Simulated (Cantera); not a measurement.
A freely propagating, adiabatic, planar premixed flame of CH4 : H2 : O2 : N2 : H2O = 1 : 0.7 : 1.68 : 6.88 : 0.83 (molar parts), unburnt at 675 K and 0.380 bar; multicomponent transport, grid criteria slope 0.08 and curve 0.16, no radiation.

Cantera simulation using GRI-Mech 3.0 (53 species, 325 reactions); the numbers are that mechanism's predictions, not measurements. Burning velocities carry a grid error of a few per cent, more on coarse grids.

### Question
Predict: laminar burning velocity; thermal thickness; peak x(CH2); peak x(CH2O).

### Answer
```json
{
 "laminar_burning_velocity": "151 cm/s",
 "thermal_thickness": "0.919 mm",
 "peak x(CH2)": "7.75e-5",
 "peak x(CH2O)": "0.000856"
}
```
